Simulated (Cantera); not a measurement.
Feed: 1 mol Si₂H₆, 5.3 mol N₂, at 575 °C and 140 Pa.

Equilibrium computed with Cantera from the NASA thermochemical tables; the gas is ideal and each condensed phase is pure. Candidate condensed phases: Si, Si₃N₄; 18 gas species. The feed counts by its element totals alone. N₂ is the only nitrogen source here; it is nearly inert below about 1500 K, so the nitride shown seldom forms there in practice. Kinetics and transport are ignored.

Task: What is the equilibrium state?

Result: 
```json
{
 "x(N₂)": "0.569",
 "x(H₂)": "0.431",
 "n(Si₃N₄(s))": "0.667 mol",
 "gas_amount": "6.967 mol",
 "log10 activity of Si(s) (absent)": "-7.45"
}
```
